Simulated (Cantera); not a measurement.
A closed system holds: 1 mol SiF₄, 1.4 mol NH₃, at 802 °C and 1.33 mbar.

Equilibrium computed with Cantera from the NASA thermochemical tables; the gas is ideal and each condensed phase is pure. Candidate condensed phases: Si, Si₃N₄; 37 gas species. The tables' values for SiF₃ are old estimates; treat these amounts as uncertain. Kinetics and transport are ignored.

Base state: H₂ 0.551, SiF₄ 0.262, N₂ 0.184, HF 0.00164, SiHF₃ 0.000597, SiF₃ 0.000366 (mole fractions); condensed: Si₃N₄(s).

**Question.** What changes in the equilibrium state with this change: SiF₄ replaced by trisilylamine?

**Answer.** 
```json
[
 {"species": "H₂", "before": "0.551", "after": "1.000"},
 {"species": "N₂", "before": "0.184", "after": "2.80e-7"},
 {"species": "SiF₄", "before": "0.262", "after": "0"},
 {"species": "HF", "before": "0.00164", "after": "0"},
 {"species": "SiHF₃", "before": "0.000597", "after": "0"},
 {"species": "SiF₃", "before": "0.000366", "after": "0"},
 {"species": "Si₃N₄(s), mol", "before": "0.000213", "after": "0.600"},
 {"species": "Si(s), mol", "before": "0", "after": "1.20"}
]
```
The feed counts by its element totals alone. Mutual solubility and eutectic melting of coexisting phases are not modelled.

**Question.** What changes in the equilibrium state with this change: temperature from 802 °C to 577 °C?

**Answer.** 
```csv
species,before,after
H₂,0.551,0.552
SiF₄,0.262,0.263
N₂,0.184,0.184
HF,0.00164,0.000223
SiF₃,0.000366,1.47e-6
SiHF₃,0.000597,7.73e-5
"Si₃N₄(s), mol",0.000213,4.57e-5
```
